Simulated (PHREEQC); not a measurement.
PHREEQC input (Pitzer model, pitzer.dat):

```
SOLUTION 1
  temp 25
  units mol/kgw
  pH 7 charge
  C(4) 0.011
  K 0.0286
  Cl 0.0066
END
USE solution 1
INCREMENTAL_REACTIONS false
REACTION 1
  H2O -1
  0 9.886 18.011 24.689 30.178 34.689 38.397 41.444
  43.949 46.007 47.699 49.089 50.232 51.172 51.944 52.578
  53.1 53.528 53.88 54.17 54.408 54.603 54.764 54.896
  55.005 55.094 55.168 55.228 moles
EQUILIBRIUM_PHASES 1
  Kalicinite 0 0
  Sylvite 0 0
SELECTED_OUTPUT 1
  -reset false
  -pH true
  -pe true
  -ionic_strength true
  -water true
  -activities H2O
  -totals C Cl K
  -molalities H+ K+ Cl- CO3-2 OH- HCO3- CO2
  -equilibrium_phases Kalicinite Sylvite
PRINT
  -reset false
END
```

Selected output (columns that matter, 18 of 28 rows; water left (kg) added in front):

```
water left (kg)	pH	mu	C	Cl	K	m_H+	m_K+	m_Cl-	m_CO3-2	m_OH-	la_H2O
1	11.011	0.038368	0.011	0.0066	0.0286	1.2055e-11	0.0286	0.0066	0.0097678	0.0012322	-0.00033906
0.675518	11.077	0.057147	0.016284	0.0097703	0.042338	1.0774e-11	0.042338	0.0097703	0.01481	0.0014742	-0.00049251
0.555209	11.11	0.069715	0.019812	0.011887	0.051512	1.0237e-11	0.051512	0.011887	0.018203	0.0016092	-0.00059365
0.375052	11.172	0.10368	0.029329	0.017598	0.076256	9.3303e-12	0.076256	0.017598	0.027419	0.0019099	-0.00086288
0.30825	11.203	0.12639	0.035685	0.021411	0.092782	8.949e-12	0.092782	0.021411	0.033608	0.0020768	-0.0010406
0.208228	11.264	0.18773	0.052827	0.031696	0.13735	8.3032e-12	0.13735	0.031696	0.05038	0.0024464	-0.0015146
0.14067	11.324	0.27864	0.078197	0.046918	0.20331	7.7827e-12	0.20331	0.046918	0.075331	0.0028669	-0.0022072
0.115628	11.354	0.33938	0.095132	0.057079	0.24734	7.5589e-12	0.24734	0.057079	0.092036	0.0030968	-0.0026658
0.0781024	11.417	0.50343	0.14084	0.084504	0.36619	7.1629e-12	0.36619	0.084504	0.13724	0.0035965	-0.003894
0.0641946	11.449	0.61301	0.17135	0.10281	0.44552	6.9816e-12	0.44552	0.10281	0.16749	0.0038647	-0.0047091
0.0433691	11.518	0.90866	0.25364	0.15218	0.65946	6.6228e-12	0.65946	0.15218	0.2492	0.004432	-0.0068993
0.0356587	11.555	1.1058	0.30848	0.18509	0.80205	6.4303e-12	0.80205	0.18509	0.30375	0.0047266	-0.0083597
0.0240932	11.639	1.6383	0.45656	0.27394	1.1871	5.9666e-12	1.1871	0.27394	0.45124	0.0053259	-0.012343
0.0162928	11.742	2.4246	0.67514	0.40509	1.7554	5.3158e-12	1.7554	0.40509	0.66923	0.0059141	-0.018433
0.0133925	11.805	2.9507	0.82136	0.49281	2.1355	4.8882e-12	2.1355	0.49281	0.81516	0.0061966	-0.02271
0.00905102	11.963	4.3685	1.2153	0.7292	3.1599	3.8058e-12	3.1599	0.7292	1.2086	0.0067215	-0.035266
0.00744776	12.065	5.3101	1.477	0.88617	3.8401	3.1737e-12	3.8401	0.88617	1.47	0.0069585	-0.044547
0.00503388	12.334	7.8593	2.1852	1.3111	5.6815	1.866e-12	5.6815	1.3111	2.1778	0.0073814	-0.073805
```
